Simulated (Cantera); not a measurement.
An adiabatic, constant-volume homogeneous reactor starts with CO : H₂ : CH₄ : O₂ : N₂ = 1 : 0.49 : 0.063 : 1.08 : 6.56 (molar parts), equivalence ratio 0.81, at 1350 K and 6.61 atm. Integrator tolerance rtol = 1e-08.

Model: GRI-Mech 3.0 (53 species, 325 reactions), integrated in Cantera.

Task: What does this change do: H2 0.49 to 0.34 parts?

Result: 
```csv
quantity,before,after
time of steepest temperature rise,11.3 µs,14.0 µs
temperature at 0.100 s,2731 K,2678 K
equilibrium temperature,2731 K,2678 K
x(CO) at 0.100 s,0.0202 (gas-phase equilibrium 0.0202),0.0153 (gas-phase equilibrium 0.0153)
x(H₂) at 0.100 s,0.00188 (gas-phase equilibrium 0.00188),0.00106 (gas-phase equilibrium 0.00106)
x(CH₄) at 0.100 s,<1e-12 (gas-phase equilibrium <1e-12),<1e-12 (gas-phase equilibrium <1e-12)
x(OH) at 0.100 s,0.00723 (gas-phase equilibrium 0.00723),0.00584 (gas-phase equilibrium 0.00584)
x(HCN) at 0.100 s,5.69e-10 (gas-phase equilibrium 5.69e-10),2.33e-10 (gas-phase equilibrium 2.33e-10)
x(CH₃) at 0.100 s,<1e-12 (gas-phase equilibrium <1e-12),<1e-12 (gas-phase equilibrium <1e-12)
x(HO₂) at 0.100 s,8.13e-6 (gas-phase equilibrium 8.13e-6),7.42e-6 (gas-phase equilibrium 7.42e-6)
```

Task: What does this change do: 0.71 parts CO2 added?

Result: 
```
quantity                                                              before                                      after
---------------------------------  -----------------------------------------  -----------------------------------------
time of steepest temperature rise                                    11.3 µs                                    13.0 µs
temperature at 0.100 s                                                2731 K                                     2596 K
equilibrium temperature                                               2731 K                                     2596 K
x(CO) at 0.100 s                       0.0202 (gas-phase equilibrium 0.0202)      0.0186 (gas-phase equilibrium 0.0186)
x(H₂) at 0.100 s                     0.00188 (gas-phase equilibrium 0.00188)    0.00105 (gas-phase equilibrium 0.00105)
x(CH₄) at 0.100 s                      <1e-12 (gas-phase equilibrium <1e-12)      <1e-12 (gas-phase equilibrium <1e-12)
x(OH) at 0.100 s                     0.00723 (gas-phase equilibrium 0.00723)    0.00489 (gas-phase equilibrium 0.00489)
x(HCN) at 0.100 s                  5.69e-10 (gas-phase equilibrium 5.69e-10)  2.11e-10 (gas-phase equilibrium 2.11e-10)
x(CH₃) at 0.100 s                      <1e-12 (gas-phase equilibrium <1e-12)      <1e-12 (gas-phase equilibrium <1e-12)
x(HO₂) at 0.100 s                    8.13e-6 (gas-phase equilibrium 8.13e-6)    5.63e-6 (gas-phase equilibrium 5.63e-6)
```
